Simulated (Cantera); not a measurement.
# Low-pressure radical oxidation in H2/O2

An isothermal, constant-pressure homogeneous reactor starts with H₂ : O₂ = 0.24 : 1 (molar parts), equivalence ratio 0.12, at 1298 K and 0.00300 bar.

Cantera simulation using the H2/O2 subset of GRI-Mech 3.0, which has no nitrogen chemistry; the numbers are that mechanism's predictions, not measurements. Radical loss at walls, strong at low pressure, is not modelled. The temperature is held fixed by assumption; the heat of reaction is taken as removed at once.

```tsv
t (s)	x H₂	x O₂	x O	x OH	x H₂O	x H
2.00e-6	0.194	0.806	2.34e-12	2.33e-12	<1e-12	3.55e-10
6.21e-6	0.194	0.806	2.24e-11	2.21e-11	<1e-12	1.09e-9
1.93e-5	0.194	0.806	2.04e-10	1.96e-10	2.01e-11	3.26e-9
5.99e-5	0.194	0.806	1.75e-9	1.57e-9	5.18e-10	9.48e-9
0.000186	0.194	0.806	1.39e-8	1.08e-8	1.15e-8	3.10e-8
0.000578	0.194	0.806	1.68e-7	1.18e-7	3.12e-7	2.47e-7
0.00179	0.193	0.806	4.32e-5	3.00e-5	0.000103	6.03e-5
0.00557	0.00999	0.686	0.0823	0.0135	0.146	0.0621
0.0173	0.00884	0.688	0.0821	0.0129	0.150	0.0584
0.0537	0.00821	0.698	0.0738	0.0125	0.157	0.0503
0.167	0.00631	0.724	0.0528	0.0112	0.175	0.0309
0.518	0.00254	0.763	0.0195	0.00727	0.201	0.00706
1.61	0.000361	0.782	0.00270	0.00277	0.212	0.000363
5.00	4.01e-5	0.785	0.000299	0.000926	0.214	1.34e-5
```
x: mole fraction; the columns are a selection and need not sum to one.

Equilibrium at this temperature and pressure: H₂ 3.72e-7, O₂ 0.786, O 2.78e-6, OH 8.95e-5, H₂O 0.214, H 1.20e-8 (gas phase only).
